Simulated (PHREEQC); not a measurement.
## Sulfide liquor: speciation

Dissolve 0.21 mol/kgw NH4HS and 0.0071 mol/kgw FeCl2 at 70 °C. Closed to the air; pH follows from the charge balance.

Model: ion-association model, phreeqc.dat, run in PHREEQC.

This is a speciation only: nothing precipitates in the calculation.

**Question.** What pH, specific conductance, density does the model give?

**Answer.** pH 7.29; specific conductance 44600 µS/cm; density 0.981 g/cm³.

**Question.** In which forms is N present?

**Answer.** NH4+ 90 %, NH3 10 % of the N.

Constants without temperature data keep their 25 °C values here.
